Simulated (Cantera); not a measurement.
What does this Cantera script print?

```python
import numpy as np
import cantera as ct

gas = ct.Solution("gri30.yaml")
gas.TPX = 998, 101325, {'CH4': 1, 'H2': 0.039, 'O2': 2.24, 'N2': 8.44}
reactor = ct.IdealGasReactor(gas, energy="on", clone=False)
net = ct.ReactorNet([reactor])
net.rtol, net.atol = 1e-08, 1e-16
show = ['CH4', 'H2', 'O2', 'O', 'H']
times = np.geomspace(7e-06, 2, 15)

steps = ct.SolutionArray(gas, extra=["t"])
rows = []
print(f"{'t/s':>10s}{'T/K':>9s}{'P/Pa':>11s}" + "".join(f"{s:>11s}" for s in show))
for t in times:
    while net.time < t:
        t_next = net.step()
        steps.append(gas.state, t=t_next)
    rows.append([np.interp(t, steps.t, y) for y in (steps.T, steps.P, *steps(*show).X.T)])
    print(f"{t:10.3e}{rows[-1][0]:9.1f}{rows[-1][1]:11.4g}" + "".join(f"{x:11.3e}" for x in rows[-1][2:]))
rate = np.gradient(steps.T, steps.t)
print("integrator steps:", len(steps.t))
if steps.T.max() > steps.T[0] + 200:
    print(f"time of steepest temperature rise: {steps.t[rate.argmax()]:.4e} s")
gas.TPX = 998, 101325, {'CH4': 1, 'H2': 0.039, 'O2': 2.24, 'N2': 8.44}
gas.equilibrate("UV")
print(f"equilibrium (UV): T = {gas.T:.1f} K  " + "  ".join(f"{s} {gas[s].X[0]:.3e}" for s in show))
```

Result:

```
       t/s      T/K       P/Pa        CH4         H2         O2          O          H
 7.000e-06    998.0  1.013e+05  8.533e-02  3.328e-03  1.911e-01  2.090e-13  9.803e-13
 1.717e-05    998.0  1.013e+05  8.533e-02  3.328e-03  1.911e-01  2.774e-13  1.114e-12
 4.212e-05    998.0  1.013e+05  8.533e-02  3.328e-03  1.911e-01  3.415e-13  1.336e-12
 1.033e-04    998.0  1.013e+05  8.533e-02  3.328e-03  1.911e-01  4.977e-13  1.882e-12
 2.535e-04    998.0  1.013e+05  8.533e-02  3.328e-03  1.911e-01  8.888e-13  3.251e-12
 6.218e-04    998.0  1.013e+05  8.533e-02  3.328e-03  1.911e-01  1.898e-12  6.784e-12
 1.525e-03    998.0  1.013e+05  8.533e-02  3.328e-03  1.911e-01  4.708e-12  1.663e-11
 3.742e-03    998.0  1.013e+05  8.533e-02  3.328e-03  1.911e-01  1.424e-11  5.011e-11
 9.179e-03    998.0  1.013e+05  8.533e-02  3.328e-03  1.911e-01  6.814e-11  2.410e-10
 2.252e-02    998.1  1.013e+05  8.532e-02  3.326e-03  1.911e-01  5.932e-10  2.155e-09
 5.523e-02    998.6  1.014e+05  8.527e-02  3.315e-03  1.911e-01  8.784e-10  3.235e-09
 1.355e-01   1000.4  1.016e+05  8.505e-02  3.290e-03  1.909e-01  1.299e-09  4.935e-09
 3.324e-01   1023.0  1.039e+05  8.256e-02  3.509e-03  1.888e-01  9.998e-09  4.422e-08
 8.153e-01   2724.7  2.833e+05  1.204e-15  9.239e-03  2.497e-02  3.782e-03  3.586e-03
 2.000e+00   2724.7  2.833e+05  1.204e-15  9.239e-03  2.497e-02  3.782e-03  3.586e-03
integrator steps: 2663
time of steepest temperature rise: 3.7286e-01 s
equilibrium (UV): T = 2724.7 K  CH4 1.591e-15  H2 9.239e-03  O2 2.497e-02  O 3.782e-03  H 3.586e-03
```

Cantera simulation using GRI-Mech 3.0 (53 species, 325 reactions); the numbers are that mechanism's predictions, not measurements. Below about 1000 K GRI-Mech 3.0 lacks low-temperature oxidation paths.
